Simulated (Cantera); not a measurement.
A freely propagating, adiabatic, planar premixed flame of CH4 : O2 : N2 = 1 : 2 : 7.52 (molar parts), unburnt at 323 K and 608 Torr; unity-Lewis-number transport, grid criteria slope 0.08 and curve 0.16, no radiation.

Detailed kinetics in Cantera: GRI-Mech 3.0 (53 species, 325 reactions). Unity Lewis numbers drop preferential diffusion, which matters most where H2 and H carry the flame. Burning velocities carry a grid error of a few per cent, more on coarse grids.

Predict: laminar burning velocity; thermal thickness; peak x(C2H); peak x(O); peak x(C2H6).


| Property | Result |
|---|---|
| laminar burning velocity | 34.3 cm/s |
| thermal thickness | 0.589 mm |
| peak x(C2H) | 1.27e-7 |
| peak x(O) | 0.00401 |
| peak x(C2H6) | 0.000683 |
